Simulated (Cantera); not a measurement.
A closed system holds: 1 mol (CH3)2SiCl2, 0.05 mol C2H2, 39 mol H2, equilibrated at 2475 K and 90.0 Torr.

Cantera equilibrium calculation (NASA polynomials, part measured and part estimated; ideal gas, pure solids and liquids). Candidate condensed phases: C, C6H6, C7H8, C8H18, Si, SiC; 109 gas species. The feed counts by its element totals alone. The tables' values for SiCl are old estimates; treat these amounts as uncertain. Gases not in the tables: Si2H6 and higher silanes. The numbers say what is thermodynamically allowed, not how fast it happens.

Base state: H2 0.876, H 0.0608, HCl 0.0407, C2H2 (acetylene) 0.00852, Si 0.00739, Cl 0.00200, SiC2 0.00178, Si2C 0.000991 (mole fractions); condensed: C(graphite) + SiC(s).

Problem. What changes in the equilibrium state with this change: temperature from 2475 K to 1875 K?

Solution. 
| species | before | after |
|---|---|---|
| H2 | 0.876 | 0.952 |
| HCl | 0.0407 | 0.0459 |
| H | 0.0608 | 0.00185 |
| C2H2 (acetylene) | 0.00852 | 0.000301 |
| SiCl2 | 0.000642 | 0.000207 |
| Si2 | 4.29e-5 | <1e-9 |
| SiC2 | 0.00178 | 5.60e-8 |
| Si2C | 0.000991 | 3.93e-8 |
| C(graphite), mol | 0.712 | 1.08 |
| SiC(s), mol | 0.404 | 0.991 |

Problem. What changes in the equilibrium state with this change: temperature from 2475 K to 2048 K?

Solution. 
```tsv
species	before	after
H2	0.876	0.947
HCl	0.0407	0.0454
H	0.0608	0.00629
C2H2 (acetylene)	0.00852	0.000992
SiCl2	0.000642	0.000322
Si2	4.29e-5	3.11e-8
SiC2	0.00178	2.11e-6
Si2C	0.000991	1.37e-6
C2H	4.02e-5	1.45e-7
Si	0.00739	4.11e-5
C(graphite), mol	0.712	1.03
SiC(s), mol	0.404	0.983
```
